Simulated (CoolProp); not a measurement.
A single-stage vapour-compression cycle with R115: evaporating at 253.15 K (dew point), condensing at 305.15 K (bubble point), superheat 10 K, subcooling 8 K, compressor efficiency 0.9, no pressure losses. Each further row changes one setting.

Computed with CoolProp (reference Helmholtz-energy equation of state, Lemmon 2016).

| case | cooling COP | pressure ratio | discharge temperature (K) | refrigerating effect (kJ/kg) | volumetric capacity (kJ/m³) |
|---|---|---|---|---|---|
| as stated | 3.39 | 4.87 | 309.8 | 79.2 | 1330 |
| evaporating temperature 258.15 K | 3.96 | 4.05 | ? | 82.1 | 1640 |
| condensing temperature 300.15 K | 3.93 | 4.29 | 305.4 | 84.7 | 1420 |
| subcooling 13 K | ? | 4.87 | 309.8 | 84.7 | 1420 |
| superheat 20 K | ? | 4.87 | 319.3 | 86.2 | 1380 |
| compressor efficiency 0.8 | ? | 4.87 | 313.1 | 79.2 | 1330 |

### Question
Fill in the missing entries.

### Answer

- evaporating temperature 258.15 K, discharge temperature (K): 310.1
- subcooling 13 K, cooling COP: 3.62
- superheat 20 K, cooling COP: 3.50
- compressor efficiency 0.8, cooling COP: 3.01
